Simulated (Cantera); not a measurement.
What does this Cantera script print?

```python
import numpy as np
import cantera as ct

gas_names = """
    H H2 N NH NH2 NH3 N2 N2H2 N2H4 Si SiH SiH2 SiH3 SiH4 SiN Si2 Si2N Si3
""".split()
cond_names = """
    Si(cr) Si(L) Si3N4(a)
""".split()


# ... load() reads the species with a 1 bar reference pressure and builds the phases ...
atoms = {
    'Si3N4': {'Si': 3, 'N': 4},
    'H2': {'H': 2},
}
top_T = {'Si3N4(a)': 2400}  # K; cautious upper limits of use, not melting points


# ... equilibrate(T, P, feed) seeds the gas with the atoms and calls Mixture.equilibrate('TP', solver="vcs", rtol=1e-11, max_steps=5000) ...
results = []
feed = {'Si3N4': 1, 'H2': 160}  # mol
for P in [1, 5.2, 27, 140, 720, 3700, 19000, 100000]:
    for T in [973, 1073, 1173, 1273, 1373, 1473, 1573, 1673, 1773, 1873, 1973]:
        mix = equilibrate(T, P, feed)
        results.append((T, P, feed, dict(zip(mix.species_names, mix.species_moles))))

for T, P, feed, n in results:
    print(f"{T:7g} {P:10.4g}  " + (" + ".join(c for c in cond_names if n.get(c, 0) > 1e-12) or "gas only"))
```

It prints:

```
    973          1  Si(cr) + Si3N4(a)
   1073          1  Si(cr) + Si3N4(a)
   1173          1  Si(cr) + Si3N4(a)
   1273          1  Si(cr)
   1373          1  Si(cr)
   1473          1  Si(cr)
   1573          1  Si(cr)
   1673          1  gas only
   1773          1  gas only
   1873          1  gas only
   1973          1  gas only
    973        5.2  Si(cr) + Si3N4(a)
   1073        5.2  Si(cr) + Si3N4(a)
   1173        5.2  Si(cr) + Si3N4(a)
   1273        5.2  Si(cr) + Si3N4(a)
   1373        5.2  Si(cr)
   1473        5.2  Si(cr)
   1573        5.2  Si(cr)
   1673        5.2  Si(cr)
   1773        5.2  gas only
   1873        5.2  gas only
   1973        5.2  gas only
    973         27  Si(cr) + Si3N4(a)
   1073         27  Si(cr) + Si3N4(a)
   1173         27  Si(cr) + Si3N4(a)
   1273         27  Si(cr) + Si3N4(a)
   1373         27  Si(cr) + Si3N4(a)
   1473         27  Si(cr)
   1573         27  Si(cr)
   1673         27  Si(cr)
   1773         27  Si(L)
   1873         27  gas only
   1973         27  gas only
    973        140  Si(cr) + Si3N4(a)
   1073        140  Si(cr) + Si3N4(a)
   1173        140  Si(cr) + Si3N4(a)
   1273        140  Si(cr) + Si3N4(a)
   1373        140  Si(cr) + Si3N4(a)
   1473        140  Si(cr)
   1573        140  Si(cr)
   1673        140  Si(cr)
   1773        140  Si(L)
   1873        140  Si(L)
   1973        140  gas only
    973        720  Si3N4(a)
   1073        720  Si(cr) + Si3N4(a)
   1173        720  Si(cr) + Si3N4(a)
   1273        720  Si(cr) + Si3N4(a)
   1373        720  Si(cr) + Si3N4(a)
   1473        720  Si(cr) + Si3N4(a)
   1573        720  Si(cr)
   1673        720  Si(cr)
   1773        720  Si(L)
   1873        720  Si(L)
   1973        720  Si(L)
    973       3700  Si3N4(a)
   1073       3700  Si3N4(a)
   1173       3700  Si(cr) + Si3N4(a)
   1273       3700  Si(cr) + Si3N4(a)
   1373       3700  Si(cr) + Si3N4(a)
   1473       3700  Si(cr) + Si3N4(a)
   1573       3700  Si(cr) + Si3N4(a)
   1673       3700  Si(cr)
   1773       3700  Si(L)
   1873       3700  Si(L)
   1973       3700  Si(L)
    973    1.9e+04  Si3N4(a)
   1073    1.9e+04  Si3N4(a)
   1173    1.9e+04  Si3N4(a)
   1273    1.9e+04  Si(cr) + Si3N4(a)
   1373    1.9e+04  Si(cr) + Si3N4(a)
   1473    1.9e+04  Si(cr) + Si3N4(a)
   1573    1.9e+04  Si(cr) + Si3N4(a)
   1673    1.9e+04  Si(cr) + Si3N4(a)
   1773    1.9e+04  Si(L)
   1873    1.9e+04  Si(L)
   1973    1.9e+04  Si(L)
    973      1e+05  Si3N4(a)
   1073      1e+05  Si3N4(a)
   1173      1e+05  Si3N4(a)
   1273      1e+05  Si3N4(a)
   1373      1e+05  Si(cr) + Si3N4(a)
   1473      1e+05  Si(cr) + Si3N4(a)
   1573      1e+05  Si(cr) + Si3N4(a)
   1673      1e+05  Si(cr) + Si3N4(a)
   1773      1e+05  Si(L) + Si3N4(a)
   1873      1e+05  Si(L)
   1973      1e+05  Si(L)
```

These are equilibrium values from Cantera (NASA tables, ideal gas, pure condensed phases), not measurements of a reactor. Mutual solubility and eutectic melting of coexisting phases are not modelled.
